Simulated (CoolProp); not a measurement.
Vapour-liquid equilibrium of CHF3 (R23) (1) + R134a (2) at 4.35 °C; x and y are mole fractions of (1).

Computed with CoolProp (multi-fluid Helmholtz-energy mixture model, Penoncello 2003 and Tillner-Roth 1994; pair parameters Bell 2016).

Task: Give the bubble pressure and the first vapour's composition at x = 0.05, 0.65, 0.875. Is there an azeotrope?

Result: x = 0.05: 0.4367 MPa, y = 0.234; x = 0.65: 1.746 MPa, y = 0.895; x = 0.875: 2.379 MPa, y = 0.965. No azeotrope shows between x = 0.05 and 0.95.

Pair parameters are fitted to limited data, so mixtures are less certain than the pure fluids.
